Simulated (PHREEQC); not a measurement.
Make-up at 65 °C: 0.015 mol/kgw H3BO3 and 0.0013 mol/kgw NaF. Closed to the air; pH follows from the charge balance.

Model: ion-association model, wateq4f.dat, run in PHREEQC.

This is a speciation only: nothing precipitates in the calculation.

### Question
Predict the pH.

### Answer
pH 5.79.

Away from 25 °C the constants follow the database's enthalpies or fits; those with neither stay at their 25 °C values. Real BF4- forms and hydrolyses slowly; the run takes it at equilibrium.
